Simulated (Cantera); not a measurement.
Feed: 1 mol MgSO₄, 2.6 mol H₂, 0.35 mol O₂, equilibrated at 10000 Pa.

These are equilibrium values from Cantera (NASA tables, ideal gas, pure condensed phases), not measurements of a reactor. Candidate condensed phases: H₂O, H₂SO₄, Mg, MgO, Mg(OH)₂, MgS, MgSO₄, S; 26 gas species. The numbers say what is thermodynamically allowed, not how fast it happens.

### Question
At 1825 K, list the 7 most abundant gas species with their mole fractions, and the condensed phases.

### Answer
H₂O 0.619, SO₂ 0.212, H₂ 0.119, S₂ 0.0242, SO 0.0157, H₂S 0.00581, SH 0.00250. Condensed: MgO(s).
